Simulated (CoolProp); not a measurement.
A single-stage vapour-compression cycle with R1224YDZ: evaporating at 253.15 K (dew point), condensing at 289.15 K (bubble point), superheat 10 K, subcooling 2 K, compressor efficiency 0.75, no pressure losses. Each further row changes one setting.

Model: reference Helmholtz-energy equation of state, Akasaka 2023, in CoolProp.

```tsv
case	cooling COP	pressure ratio	discharge temperature (K)	refrigerating effect (kJ/kg)	volumetric capacity (kJ/m³)
as stated	?	5.03	310.4	155	225
evaporating temperature 258.15 K	5.67	3.89	308.1	158	292
condensing temperature 284.15 K	?	4.14	?	161	233
subcooling 7 K	4.87	5.03	310.4	161	233
superheat 20 K	?	5.03	320.7	162	226
compressor efficiency 0.65	?	5.03	316.6	155	225
```

### Question
Complete the blanks.

### Answer

- as stated, cooling COP: 4.70
- condensing temperature 284.15 K, cooling COP: 5.57
- condensing temperature 284.15 K, discharge temperature (K): 304.6
- superheat 20 K, cooling COP: 4.72
- compressor efficiency 0.65, cooling COP: 4.07
